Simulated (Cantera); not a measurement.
An isothermal, constant-pressure homogeneous reactor starts with 38.8 % CH₄, 58.3 % H₂O, 2.91 % H₂, at 1950 K and 11300 Torr.

Cantera simulation using GRI-Mech 3.0 (53 species, 325 reactions); the numbers are that mechanism's predictions, not measurements. The pressure lies above the range GRI-Mech 3.0 was tuned for (to about 10 atm).

One state of this run: x CH₄ = 0.0390; x H₂O = 0.320; x H₂ = 0.487; x O = 1.98e-9; x HCO = 9.64e-8. x: mole fraction; the columns are a selection and need not sum to one.

**Question.** Which value of t (s) does it belong to?
A. 2.15e-5
B. 0.172
C. 0.00192
D. 0.0559

**Answer.** C, 0.00192
